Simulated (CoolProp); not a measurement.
Propyne along the isobar 26.4 MPa: fugacity coefficient from the reference equation and from simpler models built on Tc = 402.7 K, pc = 5.658 MPa, ω = 0.204; each cubic takes its own stable root.

Computed with CoolProp (reference Helmholtz-energy equation of state, Polt 1992). This equation is an older, rougher fit; its heat capacities, sound speeds and derivatives of the liquid may be far off and weren't checked against measurements.

```json
[
 {"T (K)": "397.2", "phase": "liquid", "reference": "0.2277", "van der Waals": "0.3077", "Soave-Redlich-Kwong": "0.2473", "Peng-Robinson": "0.2244"},
 {"T (K)": "408.2", "phase": "supercritical", "reference": "…", "van der Waals": "0.3291", "Soave-Redlich-Kwong": "0.2798", "Peng-Robinson": "0.2541"},
 {"T (K)": "419.2", "phase": "supercritical", "reference": "0.2885", "van der Waals": "0.3504", "Soave-Redlich-Kwong": "…", "Peng-Robinson": "0.2847"},
 {"T (K)": "430.1", "phase": "supercritical", "reference": "0.3196", "van der Waals": "0.3716", "Soave-Redlich-Kwong": "0.3471", "Peng-Robinson": "0.3158"},
 {"T (K)": "441.1", "phase": "supercritical", "reference": "…", "van der Waals": "0.3928", "Soave-Redlich-Kwong": "0.3816", "Peng-Robinson": "0.3475"},
 {"T (K)": "452.1", "phase": "supercritical", "reference": "0.3823", "van der Waals": "0.4138", "Soave-Redlich-Kwong": "0.4162", "Peng-Robinson": "…"},
 {"T (K)": "463", "phase": "supercritical", "reference": "…", "van der Waals": "0.4345", "Soave-Redlich-Kwong": "0.4503", "Peng-Robinson": "0.4108"},
 {"T (K)": "474", "phase": "supercritical", "reference": "0.4428", "van der Waals": "0.4551", "Soave-Redlich-Kwong": "0.4842", "Peng-Robinson": "0.4421"}
]
```

Question: Some entries are withheld; supply them.

Answer: 
- 408.2, reference: 0.2577
- 419.2, Soave-Redlich-Kwong: 0.3132
- 441.1, reference: 0.3510
- 452.1, Peng-Robinson: 0.3793
- 463, reference: 0.4128
